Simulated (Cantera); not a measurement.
An isothermal, constant-pressure homogeneous reactor starts with 87.7 % NO, 12.3 % N2, at 1748 K and 0.330 bar.

Computed with Cantera and GRI-Mech 3.0 (53 species, 325 reactions).

One state of this run: x NO = 0.853; x NO2 = 0.000402; x O = 1.99e-5; x N2 = 0.135; x O2 = 0.0118. x: mole fraction; the columns are a selection and need not sum to one.

Q: Which value of t (s) does it belong to?
A. 0.000381
B. 0.330
C. 0.0346
D. 1.02

A: B, 0.330
